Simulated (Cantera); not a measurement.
Charge: 1 mol Cu2O, 0.72 mol CO, 0.28 mol H2, at 902 °C and 82.0 Pa.

Equilibrium computed with Cantera from the NASA thermochemical tables; the gas is ideal and each condensed phase is pure. Rates play no part.

```tsv
species	before	after
CO2	0.720	0.396
H2O	0.280	0.356
CO	4.49e-5	0.146
H2	1.36e-5	0.102
O2	2.87e-5	<1e-9
Cu(s), mol	2.00	2.00
```
Gas species are given as mole fractions.

Task: What was changed between the two runs?
A. H2 from 0.28 to 0.61 mol
B. H2 from 0.28 to 16 mol
C. temperature from 902 °C to 1225 °C
D. temperature from 902 °C to 2252 °C

Result: A, H2 from 0.28 to 0.61 mol
